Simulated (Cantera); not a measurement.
A Cantera script and what it prints.

```python
import numpy as np
import cantera as ct

gas_names = """
    Cu CuO Cu2 H HO2 H2 H2O H2O2 O OH O2 O3
""".split()
cond_names = """
    Cu(cr) Cu(L) CuO(s) CuO2H2(s) Cu2O(s) Cu2O(L) H2O(s) H2O(L)
""".split()


def load(file, names, dense=False):
    # The tables refer to 1 bar. Condensed volumes are neglected.
    table = {s.name: s for s in ct.Species.list_from_file(file)}
    out = []
    for n in names:
        d = dict(table[n].input_data)
        d["thermo"] = dict(d["thermo"], **{"reference-pressure": 1e5})
        if dense:
            d["equation-of-state"] = {"model": "constant-volume", "density": "1e6 g/cm^3"}
        out.append(ct.Species.from_dict(d))
    return out


gas = ct.Solution(thermo="ideal-gas", species=load("nasa_gas.yaml", gas_names))
cond = {s.name: ct.Solution(thermo="fixed-stoichiometry", species=[s], name=s.name)
        for s in load("nasa_condensed.yaml", cond_names, dense=True)}
atoms = {
    'CuO': {'Cu': 1, 'O': 1},
    'H2': {'H': 2},
    'H2O': {'H': 2, 'O': 1},
}
top_T = {'CuO(s)': 1390}  # K; cautious upper limits of use, not melting points


def equilibrate(T, P, feed):
    n = {}
    for name, mol in feed.items():
        for a, k in atoms[name].items():
            n[a] = n.get(a, 0.0) + k * mol
    gas.TPX = T, P, n
    mass = sum(n.values()) * gas.mean_molecular_weight
    gas.equilibrate("TP")
    valid = [c for c in cond.values() if c.min_temp <= T <= top_T.get(c.name, c.max_temp)]
    mix = ct.Mixture([(gas, mass / gas.mean_molecular_weight)] + [(c, 0.0) for c in valid])
    mix.T, mix.P = T, P
    mix.equilibrate("TP", solver="vcs", rtol=1e-11, max_steps=5000)
    return mix


results = []
feed = {'CuO': 1, 'H2': 23, 'H2O': 0.056}  # mol
P = 19  # Pa
for T in [800, 900, 1000, 1100, 1200, 1300, 1400, 1500, 1600, 1700, 1800, 1900, 2000, 2100]:
    mix = equilibrate(T, P, feed)
    results.append((T, P, feed, dict(zip(mix.species_names, mix.species_moles))))

top = {s: max(r[3][s] / sum(r[3][g] for g in gas_names) for r in results) for s in gas_names}
cols = sorted((s for s in top if top[s] > 1e-06), key=lambda s: -top[s])[:7]
seen = [c for c in cond_names if any(r[3].get(c, 0) > 1e-12 for r in results)]
print("log10 of partial pressures in bar; condensed amounts in mol")
print(f"{'T/K':>10s}" + "".join(f"{s[:9]:>10s}" for s in cols + seen))
for T, P, feed, n in results:
    ng = sum(n[g] for g in gas_names)
    print(f"{T:10.4g}" + "".join(f"{np.log10(max(n[s] / ng * P / 1e5, 1e-99)):10.3f}" for s in cols)
          + "".join(f"{n.get(c, 0):10.4g}" for c in seen))
```

Result:

```
log10 of partial pressures in bar; condensed amounts in mol
       T/K        H2         H       H2O        Cu        OH         O       Cu2    Cu(cr)     Cu(L)
       800    -3.742   -13.409    -5.060   -15.172   -18.222   -27.702   -22.789         1         0
       900    -3.742   -11.803    -5.060   -12.744   -16.150   -24.083   -19.328         1         0
      1000    -3.742   -10.515    -5.060   -10.807   -14.489   -21.181   -16.570         1         0
      1100    -3.742    -9.458    -5.060    -9.225   -13.128   -18.802   -14.322    0.9999         0
      1200    -3.742    -8.576    -5.060    -7.911   -11.992   -16.816   -12.458    0.9985         0
      1300    -3.742    -7.827    -5.061    -6.802   -11.030   -15.133   -10.888    0.9808         0
      1400    -3.745    -7.185    -5.064    -5.870   -10.206   -13.688    -9.580         0    0.8351
      1500    -3.761    -6.635    -5.079    -5.103    -9.498   -12.434    -8.528         0         0
      1600    -3.762    -6.146    -5.080    -5.103    -8.871   -11.335    -8.952         0         0
      1700    -3.765    -5.714    -5.081    -5.105    -8.317   -10.363    -9.328         0         0
      1800    -3.771    -5.332    -5.085    -5.108    -7.826    -9.497    -9.667         0         0
      1900    -3.785    -4.993    -5.093    -5.114    -7.386    -8.718    -9.978         0         0
      2000    -3.811    -4.694    -5.109    -5.126    -6.993    -8.012   -10.271         0         0
      2100    -3.858    -4.435    -5.139    -5.147    -6.641    -7.365   -10.556         0         0
```

These are equilibrium values from Cantera (NASA tables, ideal gas, pure condensed phases), not measurements of a reactor.
